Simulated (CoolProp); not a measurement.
Model: reference Helmholtz-energy equation of state, Thol 2017, in CoolProp.

Question: Give the vapour pressure (kPa), enthalpy of vaporisation (kJ/kg), liquid cp (kJ/(kg K)), surface tension (mN/m) of saturated octamethyltrisiloxane (MDM) at 412.2, 459.4, 483 K.

Answer: 
```json
[
 {"T (K)": "412.2", "p (kPa)": "70.3", "enthalpy of vaporisation (kJ/kg)": "159", "liquid cp (kJ/(kg K))": "2.07", "surface tension (mN/m)": "7.30"},
 {"T (K)": "459.4", "p (kPa)": "226", "enthalpy of vaporisation (kJ/kg)": "136", "liquid cp (kJ/(kg K))": "2.21", "surface tension (mN/m)": "4.23"},
 {"T (K)": "483", "p (kPa)": "367", "enthalpy of vaporisation (kJ/kg)": "123", "liquid cp (kJ/(kg K))": "2.30", "surface tension (mN/m)": "2.91"}
]
```

Surface tension comes from a separate correlation (Mulero 2014), older than this fluid's equation and unchecked against measurements.
